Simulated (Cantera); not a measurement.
A freely propagating, adiabatic, planar premixed flame of CH4 : H2 : O2 : N2 : CO2 = 1 : 0.053 : 1.56 : 7.64 : 1 (molar parts), equivalence ratio 1.3, unburnt at 300 K and 270000 Pa; mixture-averaged transport, grid criteria slope 0.08 and curve 0.16, no radiation.

Computed with Cantera and GRI-Mech 3.0 (53 species, 325 reactions). Burning velocities carry a grid error of a few per cent, more on coarse grids.

x: mole fraction of selected species; z is measured from the peak of heat release.

```tsv
z (mm)	T (K)	u (m/s)	x CH4	x H2	x O2	x C2H2	x C2H6	x CH2O
-5.89	300	0.0209	0.0887	0.00574	0.138	1.70e-8	1.77e-8	5.67e-8
-3.92	308	0.0214	0.0880	0.00757	0.138	4.70e-7	6.41e-7	1.83e-6
-2.94	337	0.0235	0.0858	0.00967	0.135	3.32e-6	5.38e-6	1.42e-5
-1.96	480	0.0337	0.0761	0.0130	0.123	2.46e-5	4.86e-5	0.000114
-0.981	[?]	0.0639	[?]	[?]	[?]	[?]	[?]	[?]
-0.491	[?]	0.0873	[?]	0.0187	[?]	[?]	[?]	[?]
0	1505	0.108	0.00770	0.0198	0.0155	0.000638	0.000249	0.000146
0.491	1614	0.116	0.00249	0.0197	0.00354	0.000886	3.15e-5	2.63e-5
0.981	1638	0.118	0.00168	0.0198	0.00115	0.000835	7.96e-6	8.97e-6
1.96	1648	0.118	0.00140	0.0201	0.000282	0.000756	1.60e-6	2.87e-6
3.92	1650	0.118	0.00127	0.0205	5.42e-5	0.000682	4.64e-7	1.28e-6
7.85	1650	0.119	0.00112	0.0209	4.56e-6	0.000591	2.54e-7	8.65e-7
15.7	1648	0.118	0.000926	0.0214	9.06e-8	0.000456	1.63e-7	6.64e-7
```

Task: Some entries are withheld; supply them.

Result: 
- -0.981, T (K): 898
- -0.981, x CH4: 0.0483
- -0.981, x H2: 0.0168
- -0.981, x O2: 0.0827
- -0.981, x C2H2: 0.000125
- -0.981, x C2H6: 0.000293
- -0.981, x CH2O: 0.000585
- -0.491, T (K): 1221
- -0.491, x CH4: 0.0261
- -0.491, x O2: 0.0478
- -0.491, x C2H2: 0.000242
- -0.491, x C2H6: 0.000541
- -0.491, x CH2O: 0.000721
